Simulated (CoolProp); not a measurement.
Computed with CoolProp (reference Helmholtz-energy equation of state, Bücker 2006).

### Question
For n-butane, give the phase and the density (kg/m³) at 301.85 °C and 4070 kPa; 301.85 °C and 4880 kPa.

### Answer
- 301.85 °C and 4070 kPa: supercritical; density 56.5
- 301.85 °C and 4880 kPa: supercritical; density 69.6
